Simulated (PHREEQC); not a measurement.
0.054 g of hydrous ferric oxide (600 m²/g; 0.2 weak and 0.005 strong sites per Fe, Dzombak-Morel constants, diffuse double layer) in 1 kg of water with 0.05 mol/kgw of an inert sodium salt, at 25 °C; the pH is set by adding NaOH or the inert anion's acid. Oxygen is held at 0.21 atm. The system is closed to CO2. Nothing may precipitate in this run.

Base run: PHREEQC, ion-association model, wateq4f.dat. Each further column changes one thing. The table gives surface charge σ (C/m²).

```csv
pH,base,background salt from 0.05 to 0.005 mol/kgw,oxide from 0.054 to 0.27 g/kgw
4,0.294,0.182,0.294
4.75,0.209,0.109,0.209
5.5,0.130,0.059,0.130
5.88,0.098,?,0.098
6.62,0.051,0.020,0.051
7.38,0.021,?,0.021
8.12,0.000,0.000,0.000
8.5,-0.010,-0.004,-0.010
9.25,-0.035,-0.013,-0.035
10,-0.074,?,-0.074
```

Problem. Complete the blanks.

Solution. 
- 5.88, background salt from 0.05 to 0.005 mol/kgw: 0.042
- 7.38, background salt from 0.05 to 0.005 mol/kgw: 0.007
- 10, background salt from 0.05 to 0.005 mol/kgw: -0.030
